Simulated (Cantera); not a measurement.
A closed system holds: 1 mol CaCO₃, 3.1 mol CO₂, 0.079 mol H₂O, equilibrated at 1523.15 K and 3.30 bar.

Cantera equilibrium calculation (NASA polynomials, part measured and part estimated; ideal gas, pure solids and liquids). Candidate condensed phases: C, C₆H₆, C₇H₈, C₈H₁₈, Ca, CaCO₃, CaO, Ca(OH)₂, H₂O; 115 gas species. Kinetics and transport are ignored.

Base state: CO₂ 0.981, H₂O 0.0189, CO 0.000303, O₂ 0.000151 (mole fractions); condensed: CaO(s).

**Question.** What changes in the equilibrium state with this change: pressure from 3.30 bar to 48.0 mbar?

**Answer.** 
```tsv
species	before	after
CO₂	0.981	0.979
H₂O	0.0189	0.0189
CO	0.000303	0.00124
O₂	0.000151	0.000618
OH	5.04e-6	2.06e-5
CaO(s), mol	1.00	1.00
```

**Question.** What changes in the equilibrium state with this change: temperature from 1523.15 K to 2048.15 K?

**Answer.** 
| species | before | after |
|---|---|---|
| CO₂ | 0.981 | 0.962 |
| H₂O | 0.0189 | 0.0185 |
| CO | 0.000303 | 0.0130 |
| O₂ | 0.000151 | 0.00640 |
| O | 3.74e-8 | 4.23e-5 |
| OH | 5.04e-6 | 0.000344 |
| H₂ | 2.17e-6 | 5.25e-5 |
| CaO(s), mol | 1.00 | 1.000 |
